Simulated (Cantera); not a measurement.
A Cantera script and what it prints.

```python
import numpy as np
import cantera as ct

gas_names = """
    CL CL2 N N2 Si SiCL SiCL2 SiCL3 SiCL4 SiN Si2 Si2N Si3
""".split()
cond_names = """
    Si(cr) Si(L) Si3N4(a)
""".split()


# ... load() reads the species with a 1 bar reference pressure and builds the phases ...
atoms = {
    'Si2Cl6': {'Si': 2, 'CL': 6},
    'N2': {'N': 2},
}
top_T = {'Si3N4(a)': 2400}  # K; cautious upper limits of use, not melting points


# ... equilibrate(T, P, feed) seeds the gas with the atoms and calls Mixture.equilibrate('TP', solver="vcs", rtol=1e-11, max_steps=5000) ...
results = []
P = 1000  # Pa
for T in [1023, 1123, 1223, 1323, 1423, 1523, 1623, 1723, 1823, 1923, 2023, 2123]:
    for m in [0.23, 0.32, 0.44, 0.61, 0.85, 1.2, 1.6, 2.3, 3.2, 4.4, 6.1]:
        feed = {'Si2Cl6': 1, 'N2': m}  # mol
        mix = equilibrate(T, P, feed)
        results.append((T, P, feed, dict(zip(mix.species_names, mix.species_moles))))

for T, P, feed, n in results:
    print(f"{T:7g} {feed['N2']:10.4g}  " + (" + ".join(c for c in cond_names if n.get(c, 0) > 1e-12) or "gas only"))
```

Output:

```
   1023       0.23  Si(cr) + Si3N4(a)
   1023       0.32  Si(cr) + Si3N4(a)
   1023       0.44  Si3N4(a)
   1023       0.61  Si3N4(a)
   1023       0.85  Si3N4(a)
   1023        1.2  Si3N4(a)
   1023        1.6  Si3N4(a)
   1023        2.3  Si3N4(a)
   1023        3.2  Si3N4(a)
   1023        4.4  Si3N4(a)
   1023        6.1  Si3N4(a)
   1123       0.23  Si(cr) + Si3N4(a)
   1123       0.32  Si3N4(a)
   1123       0.44  Si3N4(a)
   1123       0.61  Si3N4(a)
   1123       0.85  Si3N4(a)
   1123        1.2  Si3N4(a)
   1123        1.6  Si3N4(a)
   1123        2.3  Si3N4(a)
   1123        3.2  Si3N4(a)
   1123        4.4  Si3N4(a)
   1123        6.1  Si3N4(a)
   1223       0.23  Si3N4(a)
   1223       0.32  Si3N4(a)
   1223       0.44  Si3N4(a)
   1223       0.61  Si3N4(a)
   1223       0.85  Si3N4(a)
   1223        1.2  Si3N4(a)
   1223        1.6  Si3N4(a)
   1223        2.3  Si3N4(a)
   1223        3.2  Si3N4(a)
   1223        4.4  Si3N4(a)
   1223        6.1  Si3N4(a)
   1323       0.23  Si3N4(a)
   1323       0.32  Si3N4(a)
   1323       0.44  Si3N4(a)
   1323       0.61  Si3N4(a)
   1323       0.85  Si3N4(a)
   1323        1.2  Si3N4(a)
   1323        1.6  Si3N4(a)
   1323        2.3  Si3N4(a)
   1323        3.2  Si3N4(a)
   1323        4.4  Si3N4(a)
   1323        6.1  Si3N4(a)
   1423       0.23  Si3N4(a)
   1423       0.32  Si3N4(a)
   1423       0.44  Si3N4(a)
   1423       0.61  Si3N4(a)
   1423       0.85  Si3N4(a)
   1423        1.2  Si3N4(a)
   1423        1.6  Si3N4(a)
   1423        2.3  Si3N4(a)
   1423        3.2  Si3N4(a)
   1423        4.4  Si3N4(a)
   1423        6.1  Si3N4(a)
   1523       0.23  gas only
   1523       0.32  gas only
   1523       0.44  gas only
   1523       0.61  gas only
   1523       0.85  gas only
   1523        1.2  gas only
   1523        1.6  gas only
   1523        2.3  gas only
   1523        3.2  gas only
   1523        4.4  gas only
   1523        6.1  gas only
   1623       0.23  gas only
   1623       0.32  gas only
   1623       0.44  gas only
   1623       0.61  gas only
   1623       0.85  gas only
   1623        1.2  gas only
   1623        1.6  gas only
   1623        2.3  gas only
   1623        3.2  gas only
   1623        4.4  gas only
   1623        6.1  gas only
   1723       0.23  gas only
   1723       0.32  gas only
   1723       0.44  gas only
   1723       0.61  gas only
   1723       0.85  gas only
   1723        1.2  gas only
   1723        1.6  gas only
   1723        2.3  gas only
   1723        3.2  gas only
   1723        4.4  gas only
   1723        6.1  gas only
   1823       0.23  gas only
   1823       0.32  gas only
   1823       0.44  gas only
   1823       0.61  gas only
   1823       0.85  gas only
   1823        1.2  gas only
   1823        1.6  gas only
   1823        2.3  gas only
   1823        3.2  gas only
   1823        4.4  gas only
   1823        6.1  gas only
   1923       0.23  gas only
   1923       0.32  gas only
   1923       0.44  gas only
   1923       0.61  gas only
   1923       0.85  gas only
   1923        1.2  gas only
   1923        1.6  gas only
   1923        2.3  gas only
   1923        3.2  gas only
   1923        4.4  gas only
   1923        6.1  gas only
   2023       0.23  gas only
   2023       0.32  gas only
   2023       0.44  gas only
   2023       0.61  gas only
   2023       0.85  gas only
   2023        1.2  gas only
   2023        1.6  gas only
   2023        2.3  gas only
   2023        3.2  gas only
   2023        4.4  gas only
   2023        6.1  gas only
   2123       0.23  gas only
   2123       0.32  gas only
   2123       0.44  gas only
   2123       0.61  gas only
   2123       0.85  gas only
   2123        1.2  gas only
   2123        1.6  gas only
   2123        2.3  gas only
   2123        3.2  gas only
   2123        4.4  gas only
   2123        6.1  gas only
```

Method: chemical equilibrium by Gibbs-energy minimisation in Cantera with the NASA 1993 tables (ideal gas, pure condensed phases). The feed counts by its element totals alone. N2 is the only nitrogen source here; it is nearly inert below about 1500 K, so the nitride shown seldom forms there in practice. Mutual solubility and eutectic melting of coexisting phases are not modelled. The tables' values for SiCl3 are old estimates.
